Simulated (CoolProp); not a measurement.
A single-stage vapour-compression cycle with c-C4F8 (RC318): evaporating at 318.15 K (dew point), condensing at 341.15 K (bubble point), superheat 5 K, subcooling 0 K, compressor efficiency 0.75, no pressure losses. Each further row changes one setting.

Computed with CoolProp (reference Helmholtz-energy equation of state, Platzer 1990). This equation is an older, rougher fit; its heat capacities, sound speeds and derivatives of the liquid may be far off and weren't checked against measurements.

| case | cooling COP | pressure ratio | discharge temperature (K) | refrigerating effect (kJ/kg) | volumetric capacity (kJ/m³) |
|---|---|---|---|---|---|
| as stated | [?] | 1.80 | 341.1 | 71.2 | 3510 |
| evaporating temperature 323.15 K | 11.1 | 1.57 | 341.5 | 74.5 | [?] |
| condensing temperature 336.15 K | 11.1 | 1.60 | 336.4 | 77.4 | 3820 |
| subcooling 5 K | 8.94 | 1.80 | 341.1 | 77.4 | 3820 |
| superheat 15 K | [?] | 1.80 | 349.7 | 80.1 | 3750 |
| compressor efficiency 0.65 | 7.13 | 1.80 | 341.5 | 71.2 | 3510 |

What belongs in the gaps?


- as stated, cooling COP: 8.22
- evaporating temperature 323.15 K, volumetric capacity (kJ/m³): 4220
- superheat 15 K, cooling COP: 8.70

The compression ends wet for: as stated; subcooling 5 K.
